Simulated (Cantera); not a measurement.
Charge: 1 mol (CH3)2SiCl2, 0.17 mol C2H2, 90 mol H2, held at 925 K and 8.30 mbar.

Cantera equilibrium calculation (NASA polynomials, part measured and part estimated; ideal gas, pure solids and liquids). Candidate condensed phases: C, C6H6, C7H8, C8H18, Si, SiC; 109 gas species. The feed counts by its element totals alone. Equilibrium is a limit: real reactors are often held back by kinetics, nucleation or transport.

Base state: H2 0.977, HCl 0.0212, CH4 0.00180, SiCl4 2.45e-5 (mole fractions); condensed: C(graphite) + SiC(s).

Problem. What changes in the equilibrium state with this change: (CH3)2SiCl2 replaced by SiH4?

Solution. 
```json
[
 {"species": "H2", "before": "0.977", "after": "1.00"},
 {"species": "CH4", "before": "0.00180", "after": "3.60e-7"},
 {"species": "HCl", "before": "0.0212", "after": "0"},
 {"species": "SiCl4", "before": "2.45e-5", "after": "0"},
 {"species": "C(graphite), mol", "before": "1.17", "after": "0"},
 {"species": "SiC(s), mol", "before": "0.997", "after": "0.340"},
 {"species": "Si(s), mol", "before": "0", "after": "0.660"}
]
```
